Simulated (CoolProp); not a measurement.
A Linde-Hampson liquefier for carbon monoxide: isothermal reversible compression at 280 K from 1 atm to 10 MPa, throttling to 1 atm, return gas leaving the recuperator 5 K below the feed. Each further row changes one setting.

Model: reference Helmholtz-energy equation of state, Lemmon 2006, in CoolProp. It is a short technical equation, of lower accuracy than the large ones.

```json
[
 {"case": "as stated", "liquid yield per pass": "0.051", "compression work (kJ/kg of gas)": "379"},
 {"case": "high pressure 20 MPa", "liquid yield per pass": "?", "compression work (kJ/kg of gas)": "?"},
 {"case": "warm-end temperature 310 K", "liquid yield per pass": "0.035", "compression work (kJ/kg of gas)": "?"},
 {"case": "warm-end gap 10 K", "liquid yield per pass": "?", "compression work (kJ/kg of gas)": "379"}
]
```

Complete the blanks.


- high pressure 20 MPa, liquid yield per pass: 0.093
- high pressure 20 MPa, compression work (kJ/kg of gas): 436
- warm-end temperature 310 K, compression work (kJ/kg of gas): 422
- warm-end gap 10 K, liquid yield per pass: 0.039
